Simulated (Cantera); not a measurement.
Input (Python, Cantera) and output of one run.

```python
import numpy as np
import cantera as ct

gas_names = """
    H HNO HNO2 HNO3 HO2 H2 H2O H2O2 N NH NH2 NH3 NH2OH NO NO2 NO3 N2 N2H2 N2H4 N2O O OH O2 O3
""".split()
cond_names = """
    H2O(s) H2O(L)
""".split()


def load(file, names, dense=False):
    # The tables refer to 1 bar. Condensed volumes are neglected.
    table = {s.name: s for s in ct.Species.list_from_file(file)}
    out = []
    for n in names:
        d = dict(table[n].input_data)
        d["thermo"] = dict(d["thermo"], **{"reference-pressure": 1e5})
        if dense:
            d["equation-of-state"] = {"model": "constant-volume", "density": "1e6 g/cm^3"}
        out.append(ct.Species.from_dict(d))
    return out


gas = ct.Solution(thermo="ideal-gas", species=load("nasa_gas.yaml", gas_names))
cond = {s.name: ct.Solution(thermo="fixed-stoichiometry", species=[s], name=s.name)
        for s in load("nasa_condensed.yaml", cond_names, dense=True)}
atoms = {
    'N2O': {'N': 2, 'O': 1},
    'O2': {'O': 2},
    'H2': {'H': 2},
}
top_T = {}  # K; cautious upper limits of use, not melting points


def equilibrate(T, P, feed):
    n = {}
    for name, mol in feed.items():
        for a, k in atoms[name].items():
            n[a] = n.get(a, 0.0) + k * mol
    gas.TPX = T, P, n
    mass = sum(n.values()) * gas.mean_molecular_weight
    gas.equilibrate("TP")
    valid = [c for c in cond.values() if c.min_temp <= T <= top_T.get(c.name, c.max_temp)]
    mix = ct.Mixture([(gas, mass / gas.mean_molecular_weight)] + [(c, 0.0) for c in valid])
    mix.T, mix.P = T, P
    mix.equilibrate("TP", solver="vcs", rtol=1e-11, max_steps=5000)
    return mix


results = []
feed = {'N2O': 1, 'O2': 0.037, 'H2': 15}  # mol
T = 2550  # K
for P in [10, 65, 420, 2700, 17000, 110000, 720000, 4700000, 30000000]:
    mix = equilibrate(T, P, feed)
    results.append((T, P, feed, dict(zip(mix.species_names, mix.species_moles))))
    x = sorted(zip(gas.X, gas.species_names), reverse=True)
    print(f"T = {T:g} K  P = {P:g} Pa  gas = {mix.phase_moles(0):.4g} mol")
    print("   x: " + "  ".join(f"{s} {v:.3e}" for v, s in x if v > 1e-05))
    print("   condensed (mol): " + ("  ".join(f"{mix.phase(i).name} {mix.phase_moles(i):.4g}"
          for i in range(1, mix.n_phases) if mix.phase_moles(i) > 1e-12) or "none"))
```

Output:

```
T = 2550 K  P = 10 Pa  gas = 29.62 mol
   x: H 8.552e-01  H2 7.516e-02  N2 3.366e-02  O 2.990e-02  OH 4.029e-03  H2O 1.615e-03  O2 2.627e-04  NO 1.832e-04
   condensed (mol): none
T = 2550 K  P = 65 Pa  gas = 24.26 mol
   x: H 6.408e-01  H2 2.743e-01  N2 4.109e-02  H2O 1.884e-02  O 1.470e-02  OH 9.648e-03  O2 4.128e-04  NO 2.537e-04
   condensed (mol): none
T = 2550 K  P = 420 Pa  gas = 19.59 mol
   x: H2 5.404e-01  H 3.538e-01  N2 5.099e-02  H2O 4.524e-02  OH 6.493e-03  O 2.774e-03  NO 1.355e-04  O2 9.490e-05
   condensed (mol): none
T = 2550 K  P = 2700 Pa  gas = 17.44 mol
   x: H2 7.200e-01  H 1.611e-01  H2O 5.824e-02  N2 5.732e-02  OH 2.856e-03  O 4.169e-04  NO 5.475e-05  O2 1.378e-05
   condensed (mol): none
T = 2550 K  P = 17000 Pa  gas = 16.57 mol
   x: H2 8.069e-01  H 6.796e-02  H2O 6.354e-02  N2 6.032e-02  OH 1.173e-03  O 6.445e-05  NO 2.179e-05
   condensed (mol): none
T = 2550 K  P = 110000 Pa  gas = 16.23 mol
   x: H2 8.448e-01  H2O 6.571e-02  N2 6.162e-02  H 2.734e-02  OH 4.661e-04
   condensed (mol): none
T = 2550 K  P = 720000 Pa  gas = 16.09 mol
   x: H2 8.603e-01  H2O 6.657e-02  N2 6.215e-02  H 1.078e-02  OH 1.829e-04  NH3 1.414e-05
   condensed (mol): none
T = 2550 K  P = 4.7e+06 Pa  gas = 16.03 mol
   x: H2 8.664e-01  H2O 6.691e-02  N2 6.232e-02  H 4.235e-03  NH3 9.343e-05  OH 7.170e-05
   condensed (mol): none
T = 2550 K  P = 3e+07 Pa  gas = 16 mol
   x: H2 8.684e-01  H2O 6.708e-02  N2 6.218e-02  H 1.678e-03  NH3 5.978e-04  OH 2.842e-05
   condensed (mol): none
```

Cantera equilibrium calculation (NASA polynomials, part measured and part estimated; ideal gas, pure solids and liquids). The ideal-gas law is rough above about 30 bar.
